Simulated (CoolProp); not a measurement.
Vapour-liquid equilibrium of cyclohexane (1) + dimethyl carbonate (2) at 85.55 °C; x and y are mole fractions of (1).

Values from CoolProp's multi-fluid Helmholtz-energy mixture model, Zhou 2014 and Zhou 2011; pair parameters Bell 2016.

Problem. Give the bubble pressure and the first vapour's composition at x = 0.35, 0.65, 0.875. Is there an azeotrope?

Solution. x = 0.35: 0.1422 MPa, y = 0.524; x = 0.65: 0.1471 MPa, y = 0.625; x = 0.875: 0.1380 MPa, y = 0.765. y crosses x between x = 0.575 and 0.65: the model has an azeotrope there.

The pair parameters rest on a limited set of measurements; away from them the model extrapolates.
